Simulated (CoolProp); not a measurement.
Computed with CoolProp (reference Helmholtz-energy equation of state, Span 2000).

For nitrogen, give the phase and the cp (kJ/(kg K)), Prandtl number at 144.2 K and 0.906 bar; 144.2 K and 1.61 bar; 144.2 K and 28.6 bar.


- 144.2 K and 0.906 bar: gas; cp 1.05, Prandtl number 0.757
- 144.2 K and 1.61 bar: gas; cp 1.06, Prandtl number 0.761
- 144.2 K and 28.6 bar: gas; cp 1.60, Prandtl number 1.01

Viscosity comes from a separate model (Lemmon 2004). Thermal conductivity comes from a separate model (Lemmon 2004).
